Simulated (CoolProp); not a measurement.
Vapour-liquid equilibrium of n-octane (1) + p-xylene (2) at 0.301 MPa; x and y are mole fractions of (1).

Values from CoolProp's multi-fluid Helmholtz-energy mixture model, Beckmüller 2019 and Zhou 2012; pair parameters Bell 2016.

```
x     bubble temperature (K)  y at the bubble point  dew temperature at overall composition x (K)  liquid density (mol/L)
----  ----------------------  ---------------------  --------------------------------------------  ----------------------
0.05                   456.0                  0.075                                         456.5                   6.535
0.15                   453.6                  0.207                                         454.6                   6.335
0.25                   451.5                  0.321                                         452.8                   6.143
0.35                   449.8                  0.423                                         451.0                   5.959
0.45                   448.4                  0.518                                         449.4                   5.784
0.55                   447.1                  0.609                                         447.9                   5.616
0.65                   446.0                  0.696                                         446.6                   5.457
0.75                   445.1                  0.783                                         445.4                   5.305
0.85                   444.2                  0.869                                         444.4                   5.160
0.95                   443.5                  0.956                                         443.6                   5.022
```

No azeotrope shows between x = 0.05 and 0.95.

The pair parameters rest on a limited set of measurements; away from them the model extrapolates.
